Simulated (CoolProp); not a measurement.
A Linde-Hampson liquefier for carbon monoxide: isothermal reversible compression at 300 K from 1 atm to 20 MPa, throttling to 1 atm, return gas leaving the recuperator 10 K below the feed. Each further row changes one setting.

Values from CoolProp's reference Helmholtz-energy equation of state, Lemmon 2006. It is a short technical equation, of lower accuracy than the large ones.

```tsv
case	liquid yield per pass	compression work (kJ/kg of gas)
as stated	0.063	470
high pressure 40 MPa	0.084	539
warm-end temperature 330 K	0.042	520
warm-end gap 15 K	0.051	470
```
